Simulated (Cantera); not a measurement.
Input (Python, Cantera) and output of one run.

```python
import numpy as np
import cantera as ct

gas_names = """
    CL CL2 H HCL H2 N NH NH2 NH3 N2 N2H2 N2H4 Si SiCL SiCL2 SiCL3 SiCL4 SiH SiHCL3 SiH2 SiH2CL2 SiH3
    SiH3CL SiH4 SiN Si2 Si2N Si3
""".split()
cond_names = """
    NH4CL(a) NH4CL(b) Si(cr) Si(L) Si3N4(a)
""".split()


# ... load() reads the species with a 1 bar reference pressure and builds the phases ...
atoms = {
    'SiH2Cl2': {'Si': 1, 'H': 2, 'CL': 2},
    'NH3': {'N': 1, 'H': 3},
}
top_T = {'Si3N4(a)': 2400}  # K; cautious upper limits of use, not melting points


# ... equilibrate(T, P, feed) seeds the gas with the atoms and calls Mixture.equilibrate('TP', solver="vcs", rtol=1e-11, max_steps=5000) ...
results = []
T = 1175  # K
P = 12000  # Pa
for m in [0.93, 1.1, 1.4, 1.6, 2, 2.4, 2.9, 3.5, 4.2, 5, 6.1, 7.3, 8.8]:
    feed = {'SiH2Cl2': 1, 'NH3': m}  # mol
    mix = equilibrate(T, P, feed)
    results.append((T, P, feed, dict(zip(mix.species_names, mix.species_moles))))

top = {s: max(r[3][s] / sum(r[3][g] for g in gas_names) for r in results) for s in gas_names}
cols = sorted((s for s in top if top[s] > 0.001), key=lambda s: -top[s])[:9]
seen = [c for c in cond_names if any(r[3].get(c, 0) > 1e-12 for r in results)]
print("log10 of partial pressures in bar; condensed amounts in mol")
print(f"{'n(NH3)':>10s}" + "".join(f"{s[:9]:>10s}" for s in cols + seen))
for T, P, feed, n in results:
    ng = sum(n[g] for g in gas_names)
    print(f"{feed['NH3']:10.4g}" + "".join(f"{np.log10(max(n[s] / ng * P / 1e5, 1e-99)):10.3f}" for s in cols)
          + "".join(f"{n.get(c, 0):10.4g}" for c in seen))
```

Result:

```
log10 of partial pressures in bar; condensed amounts in mol
    n(NH3)        H2       HCL        N2     SiCL4    SiHCL3     SiCL3  Si3N4(a)
      0.93    -1.113    -1.509    -3.935    -1.962    -3.194    -3.567     0.231
       1.1    -1.142    -1.408    -2.970    -2.143    -3.505    -3.864    0.2595
       1.4    -1.154    -1.381    -2.411    -2.386    -3.786    -4.140    0.2839
       1.6    -1.153    -1.388    -2.246    -2.525    -3.917    -4.271    0.2937
         2    -1.147    -1.418    -2.060    -2.779    -4.136    -4.493    0.3072
       2.4    -1.139    -1.454    -1.952    -3.013    -4.326    -4.686    0.3156
       2.9    -1.129    -1.502    -1.867    -3.282    -4.536    -4.902    0.3221
       3.5    -1.118    -1.558    -1.801    -3.571    -4.759    -5.130    0.3265
       4.2    -1.108    -1.618    -1.750    -3.867    -4.984    -5.360    0.3292
         5    -1.099    -1.680    -1.711    -4.159    -5.205    -5.586    0.3308
       6.1    -1.090    -1.755    -1.674    -4.498    -5.461    -5.846    0.3319
       7.3    -1.084    -1.824    -1.648    -4.807    -5.694    -6.082    0.3325
       8.8    -1.077    -1.898    -1.626    -5.130    -5.937    -6.328    0.3328
```

These are equilibrium values from Cantera (NASA tables, ideal gas, pure condensed phases), not measurements of a reactor. The tables' values for SiCl3 are old estimates; treat these amounts as uncertain.
